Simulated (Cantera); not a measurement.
A freely propagating, adiabatic, planar premixed flame of CH4 : CO : O2 : N2 = 1 : 0.34 : 2.55 : 11.7 (molar parts), equivalence ratio 0.85, unburnt at 425 K and 5.00 bar; mixture-averaged transport, grid criteria slope 0.08 and curve 0.16, no radiation.

Cantera simulation using GRI-Mech 3.0 (53 species, 325 reactions); the numbers are that mechanism's predictions, not measurements. Burning velocities carry a grid error of a few per cent, more on coarse grids.

x: mole fraction of selected species; z is measured from the peak of heat release.

```csv
z (mm),T (K),u (m/s),x CH4,x CO,x O2,x CH2O,x C2H4,x HCO
-0.598,426,0.193,0.0641,0.0218,0.163,2.21e-7,4.40e-8,<1e-8
-0.398,433,0.197,0.0636,0.0218,0.163,[?],[?],<1e-8
-0.299,456,0.208,0.0624,0.0219,0.161,1.97e-5,3.86e-6,<1e-8
-0.199,565,0.258,0.0569,0.0225,0.153,0.000138,2.74e-5,<1e-8
-0.0996,974,0.447,0.0367,0.0253,0.120,0.000751,0.000173,2.67e-8
-0.0498,1333,0.612,0.0187,0.0280,0.0863,0.000882,0.000309,1.18e-6
0,1687,0.772,0.00272,0.0268,0.0501,0.000271,0.000111,6.93e-6
0.0498,1835,0.834,4.46e-5,0.0155,0.0344,8.67e-6,7.25e-7,5.28e-7
0.0996,1897,0.859,5.27e-7,0.00870,0.0300,1.22e-7,<1e-8,1.47e-8
0.199,1954,0.881,<1e-8,[?],0.0271,<1e-8,<1e-8,<1e-8
0.398,1988,0.895,<1e-8,0.00156,0.0256,<1e-8,<1e-8,<1e-8
0.797,2001,0.900,<1e-8,0.000582,0.0251,<1e-8,<1e-8,<1e-8
1.59,2004,0.901,<1e-8,0.000358,0.0250,<1e-8,<1e-8,<1e-8
```

Complete the blanks.


- -0.398, x CH2O: 4.01e-6
- -0.398, x C2H4: 7.92e-7
- 0.199, x CO: 0.00397
